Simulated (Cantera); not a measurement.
Feed: 1 mol V2O5, 45 mol H2, 66 mol N2, held at 575 °C and 1 atm.

Equilibrium computed with Cantera from the NASA thermochemical tables; the gas is ideal and each condensed phase is pure. Candidate condensed phases: H2O, V, VN, VO, V2O3, V2O4, V2O5; 28 gas species. Condensed phases not in the tables: the oxides between V2O3 and V2O5 other than VO2. Kinetics and transport are ignored.

What is the equilibrium state?


```json
{
 "x(N2)": "0.595",
 "x(H2)": "0.387",
 "x(H2O)": "0.0180",
 "x(NH3)": "0.000356",
 "n(V2O3(s))": "1.00 mol",
 "gas_amount": "111.0 mol",
 "log10 activity of V(s) (absent)": "-10.20",
 "log10 activity of V2O5(s) (absent)": "-15.92"
}
```
